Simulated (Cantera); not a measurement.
An isothermal, constant-pressure homogeneous reactor starts with 2.22 % CO, 4.91 % O2, 0.0176 % H2O, 92.6 % N2, 0.268 % H2, at 1523 K and 0.820 bar.

Model: GRI-Mech 3.0 (53 species, 325 reactions), integrated in Cantera.

Question: Predict: x(CO) at 2.00 s; x(O2) at 2.00 s; x(H2O) at 2.00 s; x(NO) at 2.00 s; x(H) at 2.00 s; x(OH) at 2.00 s.

Answer: 
| Item | Value |
|---|---|
| x(CO) at 2.00 s | 8.92e-7 (gas-phase equilibrium 8.96e-7) |
| x(O2) at 2.00 s | 0.0371 (gas-phase equilibrium 0.0368) |
| x(H2O) at 2.00 s | 0.00289 (gas-phase equilibrium 0.00289) |
| x(NO) at 2.00 s | 1.11e-5 (gas-phase equilibrium 0.000627) |
| x(H) at 2.00 s | 5.31e-9 (gas-phase equilibrium 5.33e-9) |
| x(OH) at 2.00 s | 1.11e-5 (gas-phase equilibrium 1.10e-5) |
